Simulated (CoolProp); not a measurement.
Ethanol along the isotherm 563.7 K: density (kg/m³) from the reference equation and from simpler models built on Tc = 514.7 K, pc = 6.268 MPa, ω = 0.644; each cubic takes its own stable root.

Values from CoolProp's reference Helmholtz-energy equation of state, Schroeder 2014.

```tsv
p (MPa)	phase	reference	van der Waals	Soave-Redlich-Kwong
6.96	supercritical	94.19	108.0	96.64
13.9	supercritical	349.6	282.1	263.8
20.9	supercritical	455.4	321.7	346.9
27.9	supercritical	501.9	344.4	392.4
34.8	supercritical	531.5	360.2	423.5
41.8	supercritical	554.0	372.7	447.7
48.8	supercritical	572.2	382.8	467.3
55.7	supercritical	587.4	391.2	483.5
62.7	supercritical	600.8	398.5	497.7
```
